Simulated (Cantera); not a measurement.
Feed: 1 mol BN, 0.67 mol N2, equilibrated at 2.00 bar.

Equilibrium computed with Cantera from the NASA thermochemical tables; the gas is ideal and each condensed phase is pure. Candidate condensed phases: B, BN; 12 gas species. Ions and electrons are included (thermal ionisation). The numbers say what is thermodynamically allowed, not how fast it happens.

x: gas mole fraction; n: condensed amount in mol.

```tsv
T (K)	x N2	x B	x BN	x N	n BN(s)	n B(l)
2500	1.000	7.65e-6	4.15e-6	2.07e-7	1.000	0
2750	1.000	(withheld)	(withheld)	(withheld)	1.000	0
3000	0.997	(withheld)	(withheld)	(withheld)	0	0.997
3250	0.987	0.0105	0.00214	4.34e-5	0	0.985
3500	0.955	0.0383	0.00609	0.000153	0	0.946
3750	0.868	0.117	0.0144	0.000442	0	0.823
4000	0.662	0.308	0.0279	0.00102	0	0.413
4250	0.532	0.433	0.0302	0.00216	0	0
4500	0.530	0.437	0.0265	0.00463	0	0
4750	0.527	0.439	0.0235	0.00917	0	0
5000	0.521	0.439	0.0209	0.0169	0	0
```

Problem. What belongs in the gaps?

Solution. 
- 2750, x B: 0.000248
- 2750, x BN: 9.16e-5
- 2750, x N: 1.70e-6
- 3000, x B: 0.00231
- 3000, x BN: 0.000620
- 3000, x N: 9.83e-6
